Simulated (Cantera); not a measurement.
A freely propagating, adiabatic, planar premixed flame of 40.3 % H2, 12.6 % O2, 47.1 % N2, unburnt at 550 K and 760 Torr; mixture-averaged transport, grid criteria slope 0.08 and curve 0.16, no radiation.

Computed with Cantera and the H2/O2 subset of GRI-Mech 3.0, which has no nitrogen chemistry. Burning velocities carry a grid error of a few per cent, more on coarse grids.

x: mole fraction of selected species; z is measured from the peak of heat release.

| z (mm) | T (K) | u (m/s) | x H2 | x O2 | x O | x H | x H2O | x H2O2 |
|---|---|---|---|---|---|---|---|---|
| -1.28 | 550 | 7.84 | 0.403 | 0.126 | <1e-8 | <1e-8 | <1e-8 | <1e-8 |
| -0.855 | 550 | 7.84 | 0.403 | 0.126 | <1e-8 | <1e-8 | <1e-8 | <1e-8 |
| -0.641 | 550 | 7.84 | 0.403 | 0.126 | <1e-8 | <1e-8 | <1e-8 | <1e-8 |
| -0.428 | 550 | 7.84 | 0.403 | 0.126 | <1e-8 | 1.40e-8 | 6.23e-8 | <1e-8 |
| -0.214 | 567 | 8.04 | 0.400 | 0.126 | [?] | 0.000174 | 0.000631 | 3.74e-6 |
| -0.107 | 797 | 11.1 | 0.366 | 0.120 | [?] | 0.00835 | 0.0200 | 1.58e-5 |
| 0 | 1238 | 16.6 | 0.255 | 0.0789 | [?] | 0.0517 | 0.109 | 3.04e-6 |
| 0.107 | 1537 | 20.4 | 0.157 | 0.0220 | [?] | 0.0877 | 0.215 | 1.73e-6 |
| 0.214 | 1667 | 22.0 | 0.136 | 0.00683 | [?] | 0.0895 | 0.245 | 1.12e-6 |
| 0.428 | 1798 | 23.5 | 0.139 | 0.00338 | [?] | 0.0772 | 0.254 | 6.61e-7 |
| 0.855 | 1935 | 25.1 | 0.146 | 0.00234 | [?] | 0.0610 | 0.260 | 3.57e-7 |
| 1.71 | 2070 | 26.5 | 0.152 | 0.00143 | [?] | 0.0451 | 0.266 | 1.88e-7 |
| 3.42 | 2186 | 27.8 | 0.158 | 0.000757 | [?] | 0.0314 | 0.273 | 1.02e-7 |

Question: Complete the blanks.

Answer: 
- -0.214, x O: 8.38e-6
- -0.107, x O: 0.000325
- 0, x O: 0.00437
- 0.107, x O: 0.00624
- 0.214, x O: 0.00501
- 0.428, x O: 0.00404
- 0.855, x O: 0.00299
- 1.71, x O: 0.00189
- 3.42, x O: 0.00102
